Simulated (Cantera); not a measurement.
What does this Cantera script print?

```python
import numpy as np
import cantera as ct

gas_names = """
    CL CL2 H HCL H2 Si SiCL SiCL2 SiCL3 SiCL4 SiH SiHCL3 SiH2 SiH2CL2 SiH3 SiH3CL SiH4 Si2 Si3
""".split()
cond_names = """
    Si(cr) Si(L)
""".split()


def load(file, names, dense=False):
    # The tables refer to 1 bar. Condensed volumes are neglected.
    table = {s.name: s for s in ct.Species.list_from_file(file)}
    out = []
    for n in names:
        d = dict(table[n].input_data)
        d["thermo"] = dict(d["thermo"], **{"reference-pressure": 1e5})
        if dense:
            d["equation-of-state"] = {"model": "constant-volume", "density": "1e6 g/cm^3"}
        out.append(ct.Species.from_dict(d))
    return out


gas = ct.Solution(thermo="ideal-gas", species=load("nasa_gas.yaml", gas_names))
cond = {s.name: ct.Solution(thermo="fixed-stoichiometry", species=[s], name=s.name)
        for s in load("nasa_condensed.yaml", cond_names, dense=True)}
atoms = {
    'Si': {'Si': 1},
    'HCl': {'H': 1, 'CL': 1},
    'H2': {'H': 2},
}
top_T = {}  # K; cautious upper limits of use, not melting points


def equilibrate(T, P, feed):
    n = {}
    for name, mol in feed.items():
        for a, k in atoms[name].items():
            n[a] = n.get(a, 0.0) + k * mol
    gas.TPX = T, P, n
    mass = sum(n.values()) * gas.mean_molecular_weight
    gas.equilibrate("TP")
    valid = [c for c in cond.values() if c.min_temp <= T <= top_T.get(c.name, c.max_temp)]
    mix = ct.Mixture([(gas, mass / gas.mean_molecular_weight)] + [(c, 0.0) for c in valid])
    mix.T, mix.P = T, P
    mix.equilibrate("TP", solver="vcs", rtol=1e-11, max_steps=5000)
    return mix


results = []
feed = {'Si': 1, 'HCl': 0.8, 'H2': 1.1}  # mol
T = 1348.15  # K
P = 100000  # Pa
mix = equilibrate(T, P, feed)
results.append((T, P, feed, dict(zip(mix.species_names, mix.species_moles))))
print(gas.report(threshold=0.0001))
for i in range(1, mix.n_phases):
    print(f"{mix.phase(i).name:16s} {mix.phase_moles(i):12.5e} mol")
```

Result:

```
       temperature   1348.2 K
          pressure   1e+05 Pa
           density   0.18979 kg/m^3
  mean mol. weight   21.274 kg/kmol
   phase of matter   gas

                          1 kg             1 kmol
                     ---------------   ---------------
          enthalpy       -1.2155e+06        -2.586e+07  J
   internal energy       -1.7424e+06       -3.7069e+07  J
           entropy             10272        2.1853e+05  J/K
    Gibbs function       -1.5064e+07       -3.2048e+08  J
 heat capacity c_p            1838.5             39113  J/K
 heat capacity c_v            1447.7             30798  J/K

                      mass frac. Y      mole frac. X     chem. pot. / RT
                     ---------------   ---------------   ---------------
               HCL           0.13729          0.080109           -35.848
                H2          0.076017           0.80218           -18.518
             SiCL2           0.10447          0.022452           -57.504
             SiCL3          0.094211          0.014909           -84.093
             SiCL4           0.39679          0.049689           -110.68
            SiHCL3           0.17993          0.028262           -93.352
           SiH2CL2          0.011117         0.0023416           -76.022
     [  +12 minor]        0.00017414        5.8142e-05

Si(cr)            7.94403e-01 mol
```

These are equilibrium values from Cantera (NASA tables, ideal gas, pure condensed phases), not measurements of a reactor. The tables' values for SiCl3 are old estimates; treat these amounts as uncertain.
